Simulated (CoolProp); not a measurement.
Values from CoolProp's reference Helmholtz-energy equation of state, Thol 2017.

Question: Give the vapour pressure (MPa), liquid density (kg/m³), liquid cp (kJ/(kg K)) of saturated octamethyltrisiloxane (MDM) at 383.8, 398.1 K.

Answer: 
```tsv
T (K)	p (MPa)	liquid density (kg/m³)	liquid cp (kJ/(kg K))
383.8	0.0291	725	2.00
398.1	0.0463	708	2.04
```
